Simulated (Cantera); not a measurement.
What does this Cantera script print?

```python
import numpy as np
import cantera as ct

gas = ct.Solution("h2o2.yaml")
gas.TPX = 1200, 30000, {'H2': 1.2, 'O2': 1, 'N2': 1.8}
inlet = ct.Reservoir(gas, clone=True)

reactor = ct.IdealGasConstPressureReactor(gas, energy="off", clone=False)
exhaust = ct.Reservoir(gas, clone=True)
tau = [0.46, 0.2, 0.088, 0.039, 0.017, 0.0075, 0.0033, 0.0015, 0.00064, 0.00028, 0.00012][0]
for a, b in ((inlet, reactor), (reactor, exhaust)):
    ct.MassFlowController(a, b, mdot=lambda t: reactor.mass / tau)
net = ct.ReactorNet([reactor])
show = ['H2', 'O2', 'OH', 'H2O', 'H2O2', 'O', 'H']

rows = []
print(f"{'tau/s':>10s}{'T/K':>9s}" + "".join(f"{s:>11s}" for s in show))
for tau in [0.46, 0.2, 0.088, 0.039, 0.017, 0.0075, 0.0033, 0.0015, 0.00064, 0.00028, 0.00012]:
    net.initial_time = 0.0
    net.advance(30 * tau)
    before = gas.X
    net.advance(40 * tau)
    drift = np.max(np.abs(gas.X - before) / (gas.X + 1e-9))
    rows.append([gas.T, *gas[show].X, drift])
    print(f"{tau:10.3e}{gas.T:9.1f}" + "".join(f"{x:11.3e}" for x in gas[show].X))
```

Result:

```
     tau/s      T/K         H2         O2         OH        H2O       H2O2          O          H
 4.600e-01   1200.0  4.467e-04  1.177e-01  3.499e-04  3.522e-01  1.313e-06  6.017e-05  1.691e-05
 2.000e-01   1200.0  7.728e-04  1.178e-01  4.630e-04  3.517e-01  1.845e-06  1.084e-04  3.896e-05
 8.800e-02   1200.0  1.313e-03  1.179e-01  6.147e-04  3.509e-01  2.509e-06  1.926e-04  8.850e-05
 3.900e-02   1200.0  2.195e-03  1.182e-01  8.209e-04  3.496e-01  3.287e-06  3.373e-04  1.990e-04
 1.700e-02   1200.0  3.656e-03  1.187e-01  1.112e-03  3.475e-01  4.162e-06  5.896e-04  4.528e-04
 7.500e-03   1200.0  5.965e-03  1.194e-01  1.507e-03  3.441e-01  5.045e-06  1.006e-03  1.011e-03
 3.300e-03   1200.0  9.623e-03  1.207e-01  2.050e-03  3.384e-01  5.864e-06  1.691e-03  2.237e-03
 1.500e-03   1200.0  1.506e-02  1.227e-01  2.746e-03  3.295e-01  6.474e-06  2.734e-03  4.710e-03
 6.400e-04   1200.0  2.407e-02  1.263e-01  3.719e-03  3.138e-01  6.793e-06  4.487e-03  1.017e-02
 2.800e-04   1200.0  3.728e-02  1.320e-01  4.865e-03  2.895e-01  6.665e-06  7.014e-03  2.022e-02
 1.200e-04   1200.0  5.713e-02  1.412e-01  6.114e-03  2.520e-01  6.094e-06  1.042e-02  3.697e-02
```

Cantera simulation using the H2/O2 subset of GRI-Mech 3.0, which has no nitrogen chemistry; the numbers are that mechanism's predictions, not measurements. The temperature is held fixed by assumption; the heat of reaction is taken as removed at once.
